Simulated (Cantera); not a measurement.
A perfectly stirred reactor is fed with CH4 : H2 : O2 : N2 = 1 : 0.27 : 2.51 : 22.9 (molar parts), at 473 Torr; it is adiabatic with a 550 K inlet, and is followed from long to short residence time, starting on the burning branch (τ in s: 0.15, 0.042, 0.012, 0.0034, 0.00095, 0.00027, 7.6e-05, 2.1e-05, 6e-06).

Cantera simulation using GRI-Mech 3.0 (53 species, 325 reactions); the numbers are that mechanism's predictions, not measurements.

What does this change do: N2 22.9 to 30 parts?


```tsv
quantity	before	after
blow-out, bracketed by the residence times tried	burning at 3.40 ms, out at 0.950 ms	not reached
x(CH4) at τ = 0.150 s	1.82e-5	0.0296
x(H2) at τ = 0.150 s	0.000369	0.00799
x(O2) at τ = 0.150 s	0.0145	0.0743
x(HCN) at τ = 0.150 s	2.13e-8	<1e-12
x(OH) at τ = 0.150 s	0.000545	<1e-12
x(CH4) at τ = 0.950 ms	0.0375	0.0296
x(H2) at τ = 0.950 ms	0.0101	0.00799
x(O2) at τ = 0.950 ms	0.0941	0.0743
x(HCN) at τ = 0.950 ms	<1e-12	<1e-12
x(OH) at τ = 0.950 ms	<1e-12	<1e-12
state	not reached	not burning at any residence time tried
```

What does this change do: inlet temperature 550 to 450 K?


| quantity | before | after |
|---|---|---|
| blow-out, bracketed by the residence times tried | burning at 3.40 ms, out at 0.950 ms | burning at 3.40 ms, out at 0.950 ms |
| x(CH4) at τ = 0.150 s | 1.82e-5 | 2.74e-5 |
| x(H2) at τ = 0.150 s | 0.000369 | 0.000323 |
| x(O2) at τ = 0.150 s | 0.0145 | 0.0145 |
| x(HCN) at τ = 0.150 s | 2.13e-8 | 1.83e-8 |
| x(OH) at τ = 0.150 s | 0.000545 | 0.000403 |
| x(CH4) at τ = 0.950 ms | 0.0375 | 0.0375 |
| x(H2) at τ = 0.950 ms | 0.0101 | 0.0101 |
| x(O2) at τ = 0.950 ms | 0.0941 | 0.0941 |
| x(HCN) at τ = 0.950 ms | <1e-12 | <1e-12 |
| x(OH) at τ = 0.950 ms | <1e-12 | <1e-12 |
